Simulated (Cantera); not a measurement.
Feed: 1 mol CaF₂, 1.3 mol O₂, 3.5 mol N₂, equilibrated at 1773 K and 0.100 bar.

These are equilibrium values from Cantera (NASA tables, ideal gas, pure condensed phases), not measurements of a reactor. Candidate condensed phases: Ca, CaF₂, CaO; 22 gas species. Kinetics and transport are ignored.

Base state: N₂ 0.725, O₂ 0.268, NO 0.00410, CaF₂ 0.00243, O 0.000154 (mole fractions); condensed: CaF₂(l).

### Question
What changes in the equilibrium state with this change: temperature from 1773 K to 1175 K?

### Answer
```csv
species,before,after
N₂,0.725,0.729
O₂,0.268,0.271
NO,0.00410,0.000176
CaF₂,0.00243,2.41e-9
O,0.000154,2.40e-8
"CaF₂(l), mol",0.988,0
"CaF₂(s), mol",0,1.00
```

### Question
What changes in the equilibrium state with this change: 0.14 mol NH₃ added?

### Answer
| species | before | after |
|---|---|---|
| N₂ | 0.725 | 0.701 |
| O₂ | 0.268 | 0.233 |
| HF | 0 | 0.0348 |
| H₂O | 0 | 0.0237 |
| CaF₂ | 0.00243 | 0.00243 |
| OH | 0 | 0.000519 |
| NO | 0.00410 | 0.00377 |
| O | 0.000154 | 0.000143 |
| CaF₂(l), mol | 0.988 | 0.899 |
| CaO(s), mol | 0 | 0.0884 |
Mutual solubility and eutectic melting of coexisting phases are not modelled. Further candidate phases: Ca(OH)₂, H₂O.
